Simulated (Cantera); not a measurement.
A perfectly stirred reactor is fed with 18.5 % H₂, 17.1 % O₂, 64.4 % N₂, equivalence ratio 0.54, at 488 Torr; it is adiabatic with a 625 K inlet, and is followed from long to short residence time, starting on the burning branch (τ in s: 0.048, 0.02, 0.0085, 0.0035, 0.0015, 0.00062, 0.00026, 0.00011, 4.5e-05, 1.9e-05, 8e-06).

Computed with Cantera and the H2/O2 subset of GRI-Mech 3.0, which has no nitrogen chemistry.

Predict: blow-out, bracketed by the residence times tried; x(H₂) at τ = 48.0 ms; x(O₂) at τ = 48.0 ms; x(HO₂) at τ = 48.0 ms; x(H₂O₂) at τ = 48.0 ms; x(O) at τ = 48.0 ms; x(H₂) at τ = 0.620 ms; x(O₂) at τ = 0.620 ms; x(HO₂) at τ = 0.620 ms; x(H₂O₂) at τ = 0.620 ms; x(O) at τ = 0.620 ms.


| Quantity | Value |
|---|---|
| blow-out, bracketed by the residence times tried | burning at 45.0 µs, out at 19.0 µs |
| x(H₂) at τ = 48.0 ms | 0.000703 |
| x(O₂) at τ = 48.0 ms | 0.0857 |
| x(HO₂) at τ = 48.0 ms | 2.41e-6 |
| x(H₂O₂) at τ = 48.0 ms | 1.13e-7 |
| x(O) at τ = 48.0 ms | 0.000649 |
| x(H₂) at τ = 0.620 ms | 0.00854 |
| x(O₂) at τ = 0.620 ms | 0.0848 |
| x(HO₂) at τ = 0.620 ms | 1.76e-5 |
| x(H₂O₂) at τ = 0.620 ms | 6.11e-7 |
| x(O) at τ = 0.620 ms | 0.00789 |
